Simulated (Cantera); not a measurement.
What does this Cantera script print?

```python
import numpy as np
import cantera as ct

gas_names = """
    B BH BH2 BH3 BO BO2 B2 B2O B2O2 B2O3 B3O3H3 H HBO HBO2 HO2 H2 H2O H2O2 H3B3O6 O OH O2 O3
""".split()
cond_names = """
    B(b) B(L) B2O3(L) B3O3H3(cr) H2O(s) H2O(L)
""".split()


# ... load() reads the species with a 1 bar reference pressure and builds the phases ...
atoms = {
    'B': {'B': 1},
    'O2': {'O': 2},
    'H2': {'H': 2},
}
top_T = {}  # K; cautious upper limits of use, not melting points


# ... equilibrate(T, P, feed) seeds the gas with the atoms and calls Mixture.equilibrate('TP', solver="vcs", rtol=1e-11, max_steps=5000) ...
results = []
feed = {'B': 1, 'O2': 0.49, 'H2': 9.4}  # mol
T = 1350  # K
for P in [10, 46, 220, 1000, 4600, 22000, 100000]:
    mix = equilibrate(T, P, feed)
    results.append((T, P, feed, dict(zip(mix.species_names, mix.species_moles))))

top = {s: max(r[3][s] / sum(r[3][g] for g in gas_names) for r in results) for s in gas_names}
cols = sorted((s for s in top if top[s] > 0.0001), key=lambda s: -top[s])[:9]
seen = [c for c in cond_names if any(r[3].get(c, 0) > 1e-12 for r in results)]
print("log10 of partial pressures in bar; condensed amounts in mol")
print(f"{'P/Pa':>10s}" + "".join(f"{s[:9]:>10s}" for s in cols + seen))
for T, P, feed, n in results:
    ng = sum(n[g] for g in gas_names)
    print(f"{P:10.4g}" + "".join(f"{np.log10(max(n[s] / ng * P / 1e5, 1e-99)):10.3f}" for s in cols)
          + "".join(f"{n.get(c, 0):10.4g}" for c in seen))
```

It prints:

```
log10 of partial pressures in bar; condensed amounts in mol
      P/Pa        H2       HBO      B2O2    B3O3H3      B2O3      HBO2        BO         H      B(b)   B2O3(L)
        10    -4.031    -5.370    -5.640    -8.563    -6.513    -7.256    -7.458    -7.639   0.05577         0
        46    -3.354    -4.911    -5.400    -7.187    -6.153    -6.677    -7.338    -7.300    0.2052    0.1661
       220    -2.664    -4.566    -5.400    -6.152    -6.153    -6.333    -7.338    -6.955    0.2938    0.2688
      1000    -2.003    -4.236    -5.400    -5.160    -6.153    -6.002    -7.338    -6.624    0.3197    0.2981
      4600    -1.339    -3.904    -5.400    -4.165    -6.153    -5.670    -7.338    -6.292    0.3238    0.3032
   2.2e+04    -0.660    -3.564    -5.400    -3.145    -6.153    -5.330    -7.338    -5.953    0.3122    0.2919
     1e+05    -0.003    -3.236    -5.400    -2.161    -6.153    -5.002    -7.338    -5.624    0.2801      0.26
```

Method: chemical equilibrium by Gibbs-energy minimisation in Cantera with the NASA 1993 tables (ideal gas, pure condensed phases). Mutual solubility and eutectic melting of coexisting phases are not modelled.
